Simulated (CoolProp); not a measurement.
A simple Rankine cycle with water: condensing at 323.15 K, boiler at 17 MPa, turbine inlet 627.3 K, turbine efficiency 0.85, pump efficiency 0.6, no recuperator. Each further row changes one setting.

Computed with CoolProp (reference Helmholtz-energy equation of state, Wagner 2002).

| case | thermal efficiency (%) | net work (kJ/kg) | heat in (kJ/kg) | turbine exit temperature (K) | volume ratio over the turbine |
|---|---|---|---|---|---|
| as stated | (withheld) | (withheld) | 2340 | 323.2 | 924 |
| turbine inlet 647.3 K | 32.5 | 823 | 2530 | 323.2 | (withheld) |
| condensing temperature 315.15 K | (withheld) | 774 | (withheld) | 315.1 | 1350 |
| boiler pressure 11.9 MPa | (withheld) | 843 | 2640 | 323.2 | 510 |
| turbine efficiency 0.75 | (withheld) | (withheld) | 2340 | 323.2 | 977 |

Question: What belongs in the gaps?

Answer: 
- as stated, thermal efficiency (%): 31.7
- as stated, net work (kJ/kg): 742
- turbine inlet 647.3 K, volume ratio over the turbine: 778
- condensing temperature 315.15 K, thermal efficiency (%): 32.6
- condensing temperature 315.15 K, heat in (kJ/kg): 2370
- boiler pressure 11.9 MPa, thermal efficiency (%): 31.9
- turbine efficiency 0.75, thermal efficiency (%): 27.8
- turbine efficiency 0.75, net work (kJ/kg): 652

The expansion ends wet for: as stated; turbine inlet 647.3 K; condensing temperature 315.15 K; boiler pressure 11.9 MPa; turbine efficiency 0.75.
